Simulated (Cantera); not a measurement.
**Nitride etching: Si3N4 + NF3 + HCl**

A closed system holds: 1 mol Si3N4, 1.1 mol NF3, 51 mol HCl, at 11.0 Pa.

Method: chemical equilibrium by Gibbs-energy minimisation in Cantera with the NASA 1993 tables (ideal gas, pure condensed phases). Candidate condensed phases: NH4Cl, Si, Si3N4; 49 gas species. The tables' values for SiCl3, SiF3, SiF2 are old estimates; treat these amounts as uncertain. Equilibrium is a limit: real reactors are often held back by kinetics, nucleation or transport.

| T (K) | x HCl | x H2 | x N2 | x SiCl4 | x SiF4 | x SiCl2 |
|---|---|---|---|---|---|---|
| 973 | 0.810 | 0.0832 | 0.0488 | 0.0417 | 0.0157 | 6.45e-6 |
| 998 | 0.810 | 0.0832 | 0.0488 | 0.0416 | 0.0156 | 1.62e-5 |
| 1023 | 0.810 | 0.0831 | 0.0488 | 0.0415 | 0.0156 | 3.90e-5 |
| 1048 | 0.810 | 0.0829 | 0.0488 | 0.0413 | 0.0156 | 8.93e-5 |
| 1073 | 0.810 | 0.0827 | 0.0488 | 0.0409 | 0.0155 | 0.000196 |
| 1098 | 0.810 | 0.0822 | 0.0488 | 0.0403 | 0.0154 | 0.000409 |
| 1123 | 0.811 | 0.0814 | 0.0488 | 0.0394 | 0.0153 | 0.000816 |
| 1148 | 0.812 | 0.0802 | 0.0487 | 0.0380 | 0.0152 | 0.00154 |
| 1173 | 0.814 | 0.0784 | 0.0486 | 0.0359 | 0.0151 | 0.00275 |
| 1198 | 0.816 | 0.0758 | 0.0485 | 0.0330 | 0.0149 | 0.00458 |
| 1223 | 0.820 | 0.0725 | 0.0484 | 0.0294 | 0.0146 | 0.00710 |
| 1248 | 0.824 | 0.0685 | 0.0482 | 0.0253 | 0.0143 | 0.0102 |
| 1273 | 0.828 | 0.0643 | 0.0480 | 0.0210 | 0.0140 | 0.0138 |
x: gas mole fraction; nothing condenses.

From 973 K to 1273 K nothing is condensed. The main Si-bearing gas is SiCl4 throughout.
